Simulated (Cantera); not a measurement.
A Cantera script and what it prints.

```python
import numpy as np
import cantera as ct

gas_names = """
    Ca CaCL CaCL2 CaO Ca2 CL CLO CL2 N NO NO2 NO3 N2 N2O O O2 O3
""".split()
cond_names = """
    Ca(a) Ca(b) Ca(L) CaCL2(s) CaCL2(L) CaO(s) CaO(L)
""".split()


# ... load() reads the species with a 1 bar reference pressure and builds the phases ...
atoms = {
    'CaO': {'Ca': 1, 'O': 1},
    'Cl2': {'CL': 2},
    'N2': {'N': 2},
}
top_T = {}  # K; cautious upper limits of use, not melting points


# ... equilibrate(T, P, feed) seeds the gas with the atoms and calls Mixture.equilibrate('TP', solver="vcs", rtol=1e-11, max_steps=5000) ...
results = []
feed = {'CaO': 1, 'Cl2': 48, 'N2': 22}  # mol
T = 1675  # K
P = 1500  # Pa
mix = equilibrate(T, P, feed)
results.append((T, P, feed, dict(zip(mix.species_names, mix.species_moles))))
x = sorted(zip(gas.X, gas.species_names), reverse=True)
print(f"T = {T:g} K  P = {P:g} Pa  gas = {mix.phase_moles(0):.4g} mol")
print("   x: " + "  ".join(f"{s} {v:.3e}" for v, s in x if v > 1e-06))
print("   condensed (mol): " + ("  ".join(f"{mix.phase(i).name} {mix.phase_moles(i):.4g}"
      for i in range(1, mix.n_phases) if mix.phase_moles(i) > 1e-12) or "none"))
```

It prints:

```
T = 1675 K  P = 1500 Pa  gas = 99.52 mol
   x: CL 5.832e-01  N2 2.209e-01  CL2 1.806e-01  CaCL2 1.005e-02  O2 4.858e-03  NO 2.121e-04  CLO 1.001e-04  O 1.944e-05
   condensed (mol): none
```

Method: chemical equilibrium by Gibbs-energy minimisation in Cantera with the NASA 1993 tables (ideal gas, pure condensed phases).
